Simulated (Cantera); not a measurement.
A closed system holds: 1 mol SiF4, 48 mol N2O, 2.4 mol H2, held at 1177 °C and 2.48 Torr.

Cantera equilibrium calculation (NASA polynomials, part measured and part estimated; ideal gas, pure solids and liquids). Candidate condensed phases: H2O, Si, SiO2, Si2N2O, Si3N4; 58 gas species. The tables hold silica as quartz up to 1696 K and as liquid above; real silica turns to tridymite and cristobalite and melts near 1996 K. Kinetics and transport are ignored.

Base state: N2 0.638, O2 0.303, HF 0.0529, H2O 0.00543, NO 0.00103, SiF4 6.91e-5, OH 5.31e-5, O 1.92e-5 (mole fractions); condensed: SiO2(β-quartz).

Question: What changes in the equilibrium state with this change: temperature from 1177 °C to 875 °C?

Answer: 
```
species               before     after
-------------------  -------  --------
N2                     0.638     0.639
O2                     0.303     0.303
HF                    0.0529    0.0513
NO                   0.00103  0.000140
H2O                  0.00543   0.00630
SiF4                 6.91e-5  0.000489
O                    1.92e-5   7.61e-8
OH                   5.31e-5   1.64e-6
SiO2(β-quartz), mol    0.995     0.963
```

Question: What changes in the equilibrium state with this change: SiF4 replaced by SiH2Cl2?

Answer: 
| species | before | after |
|---|---|---|
| N2 | 0.638 | 0.646 |
| O2 | 0.303 | 0.292 |
| H2O | 0.00543 | 0.0338 |
| HF | 0.0529 | 0 |
| HCl | 0 | 0.0238 |
| SiF4 | 6.91e-5 | 0 |
| Cl | 0 | 0.00314 |
| Cl2 | 0 | 1.91e-5 |
| OH | 5.31e-5 | 0.000131 |
| O | 1.92e-5 | 1.89e-5 |
| NO | 0.00103 | 0.00101 |
| SiO2(β-quartz), mol | 0.995 | 1.00 |
Further candidate phases: NH4Cl.

Question: What changes in the equilibrium state with this change: SiF4 replaced by SiCl4?

Answer: 
```tsv
species	before	after
N2	0.638	0.636
O2	0.303	0.299
HCl	0	0.0425
HF	0.0529	0
Cl	0	0.0101
H2O	0.00543	0.0105
SiF4	6.91e-5	0
Cl2	0	0.000199
OH	5.31e-5	7.38e-5
NO	0.00103	0.00102
SiO2(β-quartz), mol	0.995	1.00
```
Further candidate phases: NH4Cl.
